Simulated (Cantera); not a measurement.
An adiabatic, constant-volume homogeneous reactor starts with 17.9 % H2, 17.2 % O2, 64.9 % N2, at 1673 K and 9.87 atm.

Detailed kinetics in Cantera: the H2/O2 subset of GRI-Mech 3.0, which has no nitrogen chemistry. The hydrogen kinetics of GRI-Mech 3.0 are dated; newer H2 mechanisms differ, most at raised pressure.

Predict: time of steepest temperature rise; temperature at 6.00 s; equilibrium temperature; x(H2) at 6.00 s; x(O2) at 6.00 s; x(OH) at 6.00 s; x(H2O) at 6.00 s; x(HO2) at 6.00 s; x(H) at 6.00 s; x(O) at 6.00 s.


```json
{
 "time_of_steepest_temperature_rise": "0.887 µs",
 "temperature at 6.00 s": "2945 K",
 "equilibrium_temperature": "2945 K",
 "x(H2) at 6.00 s": "0.00560 (gas-phase equilibrium 0.00560)",
 "x(O2) at 6.00 s": "0.0835 (gas-phase equilibrium 0.0835)",
 "x(OH) at 6.00 s": "0.0246 (gas-phase equilibrium 0.0246)",
 "x(H2O) at 6.00 s": "0.175 (gas-phase equilibrium 0.175)",
 "x(HO2) at 6.00 s": "5.08e-5 (gas-phase equilibrium 5.08e-5)",
 "x(H) at 6.00 s": "0.00249 (gas-phase equilibrium 0.00249)",
 "x(O) at 6.00 s": "0.00674 (gas-phase equilibrium 0.00674)"
}
```
